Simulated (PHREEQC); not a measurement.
A solution holds 12 mmol/kgw Na2CO3, 160 mmol/kgw Na2SO4 and 120 mmol/kgw LiCl, at 81 °C. Closed to the air; pH follows from the charge balance.

Computed with PHREEQC (ion-association model, phreeqc.dat).

This is a speciation only: nothing precipitates in the calculation.

Order these S species by the share of S that they hold, largest first: NaSO4-, SO4-2, LiSO4-.

SO4-2 (69 %), NaSO4- (25 %), LiSO4- (6.0 %)

The pH is 9.46 and the ionic strength 0.517 mol/kgw. Species that the database lacks are ignored. At this temperature some constants are extrapolated from 25 °C, and those without enthalpy data are left unchanged.
